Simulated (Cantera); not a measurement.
A Cantera script and its output.

```python
import numpy as np
import cantera as ct

gas = ct.Solution("gri30.yaml")
gas.TPX = 1400, 3200, {'H2': 0.046, 'O2': 1}
reactor = ct.IdealGasConstPressureReactor(gas, energy="off", clone=False)
net = ct.ReactorNet([reactor])
net.rtol, net.atol = 1e-08, 1e-18
show = ['H2', 'O2', 'H', 'OH', 'HO2']
times = np.geomspace(0.0001, 1, 12)

steps = ct.SolutionArray(gas, extra=["t"])
rows = []
print(f"{'t/s':>10s}{'T/K':>9s}{'P/Pa':>11s}" + "".join(f"{s:>11s}" for s in show))
for t in times:
    while net.time < t:
        t_next = net.step()
        steps.append(gas.state, t=t_next)
    rows.append([np.interp(t, steps.t, y) for y in (steps.T, steps.P, *steps(*show).X.T)])
    print(f"{t:10.3e}{rows[-1][0]:9.1f}{rows[-1][1]:11.4g}" + "".join(f"{x:11.3e}" for x in rows[-1][2:]))
rate = np.gradient(steps.T, steps.t)
print("integrator steps:", len(steps.t))
if steps.T.max() > steps.T[0] + 200:
    print(f"time of steepest temperature rise: {steps.t[rate.argmax()]:.4e} s")
gas.TPX = 1400, 3200, {'H2': 0.046, 'O2': 1}
gas.equilibrate("TP")
print(f"equilibrium (TP): T = {gas.T:.1f} K  " + "  ".join(f"{s} {gas[s].X[0]:.3e}" for s in show))
```

It prints:

```
       t/s      T/K       P/Pa         H2         O2          H         OH        HO2
 1.000e-04   1400.0       3200  4.398e-02  9.560e-01  2.858e-07  6.394e-07  2.370e-07
 2.310e-04   1400.0       3200  4.393e-02  9.560e-01  9.040e-06  2.119e-05  5.988e-07
 5.337e-04   1400.0       3200  1.442e-02  9.319e-01  5.223e-03  8.590e-03  4.587e-06
 1.233e-03   1400.0       3200  6.559e-04  9.193e-01  4.338e-03  5.208e-03  4.001e-06
 2.848e-03   1400.0       3200  5.962e-04  9.226e-01  3.745e-03  4.980e-03  3.879e-06
 6.579e-03   1400.0       3200  4.888e-04  9.288e-01  2.720e-03  4.523e-03  3.610e-06
 1.520e-02   1400.0       3200  3.217e-04  9.380e-01  1.408e-03  3.686e-03  3.041e-06
 3.511e-02   1400.0       3200  1.491e-04  9.470e-01  4.315e-04  2.521e-03  2.087e-06
 8.111e-02   1400.0       3200  4.754e-05  9.522e-01  7.638e-05  1.428e-03  1.053e-06
 1.874e-01   1400.0       3200  1.213e-05  9.542e-01  9.783e-06  7.234e-04  3.987e-07
 4.329e-01   1400.0       3200  3.009e-06  9.547e-01  1.209e-06  3.611e-04  1.395e-07
 1.000e+00   1400.0       3200  8.239e-07  9.549e-01  1.736e-07  1.893e-04  6.826e-08
integrator steps: 1317
equilibrium (TP): T = 1400.0 K  H2 1.169e-07  O2 9.550e-01  H 9.360e-09  OH 7.147e-05  HO2 7.979e-08
```

Cantera simulation using GRI-Mech 3.0 (53 species, 325 reactions); the numbers are that mechanism's predictions, not measurements. Radical loss at walls, strong at low pressure, is not modelled. The temperature is held fixed by assumption; the heat of reaction is taken as removed at once.
